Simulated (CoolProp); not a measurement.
Model: reference Helmholtz-energy equation of state, Lemmon 2006, in CoolProp. It is a short technical equation, of lower accuracy than the large ones.

### Question
For toluene, give the phase and the density (kg/m³), Joule-Thomson coefficient (K/MPa), expansivity (1/kK) at 212.6 K and 1.01 bar; 276.2 K and 1.01 bar; 339.9 K and 1.01 bar.

### Answer
- 212.6 K and 1.01 bar: liquid; density 942, Joule-Thomson coefficient -0.560, expansivity 1.00
- 276.2 K and 1.01 bar: liquid; density 883, Joule-Thomson coefficient -0.493, expansivity 1.05
- 339.9 K and 1.01 bar: liquid; density 823, Joule-Thomson coefficient -0.397, expansivity 1.17
